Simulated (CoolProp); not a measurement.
R134a along the isotherm 90.45 °C: density (kg/m³) from the reference equation and from simpler models built on Tc = 101.1 °C, pc = 4.059 MPa, ω = 0.327; each cubic takes its own stable root.

The numbers come from the reference Helmholtz-energy equation of state, Tillner-Roth 1994 in CoolProp.

| p (MPa) | phase | reference |
|---|---|---|
| 2.54 | gas | 125.4 |
| 5.07 | liquid | 917.3 |
| 7.61 | liquid | 974.0 |
| 10.1 | liquid | 1011 |
| 12.7 | liquid | 1040 |
| 15.2 | liquid | 1064 |
| 17.8 | liquid | 1084 |
| 20.3 | liquid | 1102 |
| 22.8 | liquid | 1117 |
| 25.4 | liquid | 1132 |
| 27.9 | liquid | 1145 |
| 30.4 | liquid | 1157 |
| 33 | liquid | 1168 |
| 35.5 | liquid | 1179 |
| 38.1 | liquid | 1189 |
| 40.6 | liquid | 1198 |

### Question
How far does each simpler model (van der Waals, Redlich-Kwong, Soave-Redlich-Kwong, Peng-Robinson) lie from the reference over these 16 states: mean and median of the absolute difference, and the worst?

### Answer
- van der Waals: mean 31.1 %, median 31.9 %, worst -37.3 % at 90.45 °C and 5.07 MPa
- Redlich-Kwong: mean 12.3 %, median 11.4 %, worst -21.6 % at 90.45 °C and 5.07 MPa
- Soave-Redlich-Kwong: mean 11.5 %, median 11.0 %, worst -19.4 % at 90.45 °C and 5.07 MPa
- Peng-Robinson: mean 2.3 %, median 1.0 %, worst -9.9 % at 90.45 °C and 5.07 MPa
